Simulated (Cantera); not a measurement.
# Reactions in the system Ca-H-S

Cantera with NASA thermochemical tables; ideal gases at 1 bar, condensed phases pure. Values are per mole of reaction as written; species without (g) are pure solids or liquids, kept so even where they would boil at 1 bar.

CaS + 2 H(g) ⇌ H2S(g) + Ca(g)

```
T (K)  ΔH° (kJ)  ΔS° (J/K)  ΔG° (kJ)  log10 K
-----  --------  ---------  --------  -------
300       194.5       74.4     172.1   -29.97
1675      153.8       20.9     118.8    -3.71
1725      152.6       20.2     117.8    -3.57
1775      151.3       19.4     116.8    -3.44
1825      150.1       18.8     115.9    -3.32
1875      148.9       18.1     114.9    -3.20
```
